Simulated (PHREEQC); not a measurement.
Solution (25 °C): 0.096 mol/kgw ZnSO4, 0.062 mol/kgw H3AsO4 and 0.019 mol/kgw NaH2PO4. Closed to the air; pH follows from the charge balance.

Computed with PHREEQC (ion-association model, wateq4f.dat).

Each row changes one thing in this solution. No solid was allowed to form.

```
case                                                 pH  ionic strength (mol/kgw)  Zn+2 (mol/kgw)  ZnSO4 (mol/kgw)  SO4-2 (mol/kgw)  H3AsO4 (mol/kgw)  SI of Goslarite (ZnSO4:7H2O)  SI of Zincite(c) (ZnO)
-------------------------------------------------  ----  ------------------------  --------------  ---------------  ---------------  ----------------  ----------------------------  ----------------------
as made                                            2.09                     0.229          0.0530           0.0341           0.0331            0.0330                         -1.87                   -8.74
H3AsO4 from 0.062 to 0.031 mol/kgw                 2.32                     0.222          0.0512           0.0352           0.0345            0.0125                         -1.85                   -8.29
NaH2PO4 from 0.019 to 0.0038 mol/kgw               2.01                     0.215          0.0529           0.0344           0.0320            0.0359                         -1.86                   -8.89
NaH2PO4 from 0.019 to 0.19 mol/kgw                 2.57                     0.409          0.0589           0.0291           0.0394            0.0164                         -1.94                   -7.82
NaH2PO4 replaced by Na2HAsO4 at the same molality  2.34                     0.244          0.0523           0.0343           0.0352            0.0314                         -1.86                   -8.25
NaH2PO4 left out                                   1.99                     0.212          0.0529           0.0345           0.0317            0.0367                         -1.86                   -8.93
0.0013 mol/kgw H2SO4 added                         2.06                     0.230          0.0528           0.0342           0.0334            0.0340                         -1.87                   -8.79
NaH2PO4 from 0.019 to 0.0285 mol/kgw               2.13                     0.239          0.0532           0.0339           0.0338            0.0314                         -1.87                   -8.65
ZnSO4 from 0.096 to 0.048 mol/kgw                  2.06                     0.140          0.0297           0.0158           0.0194            0.0348                         -2.21                   -8.99
```

Species that the database lacks are ignored. H3PO4, which wateq4f.dat lacks, is added to it with the constant of phreeqc.dat. The database has no phosphate complexes of Zn. The database has no arsenate complexes of Zn.
